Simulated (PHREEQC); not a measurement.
Solution A (0.011 mol NaNO3, 3.8e-05 mol Na2B4O7 and 0.00022 mol HNO3 per kg of water) is mixed with solution B (0.06 mol Pb(NO3)2 and 0.00045 mol NaNO3 per kg of water) at 25 °C; shares are by mass of water, 1 kg in all. Oxygen alone is held at its pressure in air (log pO2 = -0.68). No CO2 enters from the air. Only these solids could form: Litharge.

Equilibrium calculation in PHREEQC: ion-association model, wateq4f.dat.

Task: Predict pH, Pb+2 (mol/kgw), PbNO3+ (mol/kgw) at share of solution B = 0, 0.1, 0.7.

Result: 
| share of solution B | pH | Pb+2 (mol/kgw) | PbNO3+ (mol/kgw) |
|---|---|---|---|
| 0 | 3.88 | 0 | 0 |
| 0.1 | 3.94 | 0.00514 | 0.000862 |
| 0.7 | 4.31 | 0.0301 | 0.0119 |

Complexes and solids missing from the database can't appear.
